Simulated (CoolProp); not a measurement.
R1336mzz(E) at 293.15 K and 0.0587 MPa is throttled through a valve to 0.0313 MPa with no heat exchange. Each further row changes one setting.

Values from CoolProp's reference Helmholtz-energy equation of state, Akasaka 2023.

```csv
case,temperature change (K),final density (kg/m³)
as stated,-0.7,2.14
outlet pressure 0.00939 MPa,-1.3,0.637
outlet pressure 0.0407 MPa,-0.5,2.79
```
